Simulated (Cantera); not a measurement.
## Hydrocarbon pyrolysis for carbon deposition

An isothermal, constant-pressure homogeneous reactor starts with C2H6 : N2 = 1 : 1 (molar parts), at 1100 K and 0.987 atm.

Cantera simulation using GRI-Mech 3.0 (53 species, 325 reactions); the numbers are that mechanism's predictions, not measurements. GRI-Mech 3.0 stops at C3 and has no aromatics, soot or wall deposition, so with more carbon than oxygen in the feed, carbon stays in small species such as C2H2 where larger ones or solid carbon would form.

```json
[
 {"t (s)": "2.00e-6", "x C2H6": "0.500", "x C2H4": "1.55e-10", "x H2": "2.18e-10", "x C2H2": "<1e-12", "x CH2": "<1e-12", "x HCN": "<1e-12"},
 {"t (s)": "7.66e-6", "x C2H6": "0.500", "x C2H4": "7.81e-9", "x H2": "7.89e-9", "x C2H2": "<1e-12", "x CH2": "<1e-12", "x HCN": "<1e-12"},
 {"t (s)": "2.94e-5", "x C2H6": "0.500", "x C2H4": "3.36e-7", "x H2": "3.35e-7", "x C2H2": "<1e-12", "x CH2": "<1e-12", "x HCN": "<1e-12"},
 {"t (s)": "0.000112", "x C2H6": "0.500", "x C2H4": "9.48e-6", "x H2": "9.46e-6", "x C2H2": "9.58e-12", "x CH2": "<1e-12", "x HCN": "<1e-12"},
 {"t (s)": "0.000431", "x C2H6": "0.500", "x C2H4": "0.000171", "x H2": "0.000171", "x C2H2": "3.21e-9", "x CH2": "<1e-12", "x HCN": "<1e-12"},
 {"t (s)": "0.00165", "x C2H6": "0.496", "x C2H4": "0.00230", "x H2": "0.00227", "x C2H2": "6.05e-7", "x CH2": "1.22e-12", "x HCN": "<1e-12"},
 {"t (s)": "0.00632", "x C2H6": "0.476", "x C2H4": "0.0158", "x H2": "0.0155", "x C2H2": "2.34e-5", "x CH2": "2.04e-12", "x HCN": "<1e-12"},
 {"t (s)": "0.0242", "x C2H6": "0.403", "x C2H4": "0.0626", "x H2": "0.0613", "x C2H2": "0.000227", "x CH2": "1.79e-12", "x HCN": "<1e-12"},
 {"t (s)": "0.0928", "x C2H6": "0.232", "x C2H4": "0.172", "x H2": "0.169", "x C2H2": "0.00122", "x CH2": "1.17e-12", "x HCN": "<1e-12"},
 {"t (s)": "0.356", "x C2H6": "0.0720", "x C2H4": "0.270", "x H2": "0.265", "x C2H2": "0.00444", "x CH2": "<1e-12", "x HCN": "<1e-12"},
 {"t (s)": "1.36", "x C2H6": "0.0409", "x C2H4": "0.274", "x H2": "0.269", "x C2H2": "0.0106", "x CH2": "<1e-12", "x HCN": "<1e-12"},
 {"t (s)": "5.22", "x C2H6": "0.0323", "x C2H4": "0.254", "x H2": "0.231", "x C2H2": "0.0159", "x CH2": "<1e-12", "x HCN": "<1e-12"},
 {"t (s)": "20.0", "x C2H6": "0.0209", "x C2H4": "0.227", "x H2": "0.167", "x C2H2": "0.0200", "x CH2": "<1e-12", "x HCN": "<1e-12"}
]
```
x: mole fraction; the columns are a selection and need not sum to one.

Equilibrium at this temperature and pressure: C2H6 0.00198, C2H4 0.105, H2 0.0336, C2H2 0.0472, CH2 <1e-12, HCN 0.0399 (gas phase only).
